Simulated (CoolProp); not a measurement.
A closed Brayton cycle with carbon dioxide: compressor inlet 332.15 K and 7.6 MPa, high pressure 21.5 MPa, turbine inlet 820 K, compressor efficiency 0.8, turbine efficiency 0.93, recuperator effectiveness 0 (on enthalpy, no pinch check). Each further row changes one setting.

The numbers come from the reference Helmholtz-energy equation of state, Span 1996 in CoolProp.

```tsv
case	thermal efficiency (%)	net work (kJ/kg)	compressor to turbine work	compressor exit (K)	turbine exit (K)
as stated	14.7	74.0	0.47	429.3	693.1
turbine inlet 770 K	14.6	[?]	[?]	429.3	647.8
compressor inlet 342.15 K	14.2	68.2	[?]	443.6	693.1
high pressure 18.3 MPa	12.7	65.7	[?]	[?]	712.2
recuperator effectiveness 0.5	20.9	74.0	0.47	429.3	693.1
```

Q: Fill in the missing entries.

A: 
- turbine inlet 770 K, net work (kJ/kg): 64.3
- turbine inlet 770 K, compressor to turbine work: 0.50
- compressor inlet 342.15 K, compressor to turbine work: 0.51
- high pressure 18.3 MPa, compressor to turbine work: 0.45
- high pressure 18.3 MPa, compressor exit (K): 413.5
